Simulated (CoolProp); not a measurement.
A single-stage vapour-compression cycle with R236EA: evaporating at 325.15 K (dew point), condensing at 367.15 K (bubble point), superheat 8 K, subcooling 2 K, compressor efficiency 0.8, no pressure losses. Each further row changes one setting.

The numbers come from the reference Helmholtz-energy equation of state, Rui 2013 in CoolProp.

```json
[
 {"case": "as stated", "cooling COP": "4.57", "pressure ratio": "2.86", "discharge temperature (K)": "368.7", "refrigerating effect (kJ/kg)": "92.9", "volumetric capacity (kJ/m³)": "2790"},
 {"case": "evaporating temperature 330.15 K", "cooling COP": "5.47", "pressure ratio": "2.49", "discharge temperature (K)": "369.5", "refrigerating effect (kJ/kg)": "96.5", "volumetric capacity (kJ/m³)": "3330"},
 {"case": "condensing temperature 362.15 K", "cooling COP": "5.48", "pressure ratio": "[?]", "discharge temperature (K)": "[?]", "refrigerating effect (kJ/kg)": "100", "volumetric capacity (kJ/m³)": "3010"},
 {"case": "subcooling 7 K", "cooling COP": "4.93", "pressure ratio": "2.86", "discharge temperature (K)": "368.7", "refrigerating effect (kJ/kg)": "100", "volumetric capacity (kJ/m³)": "3010"},
 {"case": "superheat 18 K", "cooling COP": "4.79", "pressure ratio": "2.86", "discharge temperature (K)": "[?]", "refrigerating effect (kJ/kg)": "103", "volumetric capacity (kJ/m³)": "2950"},
 {"case": "compressor efficiency 0.7", "cooling COP": "[?]", "pressure ratio": "2.86", "discharge temperature (K)": "[?]", "refrigerating effect (kJ/kg)": "92.9", "volumetric capacity (kJ/m³)": "2790"}
]
```

**Question.** Complete the blanks.

**Answer.** 
- condensing temperature 362.15 K, pressure ratio: 2.56
- condensing temperature 362.15 K, discharge temperature (K): 364.4
- superheat 18 K, discharge temperature (K): 377.8
- compressor efficiency 0.7, cooling COP: 4.00
- compressor efficiency 0.7, discharge temperature (K): 371.1
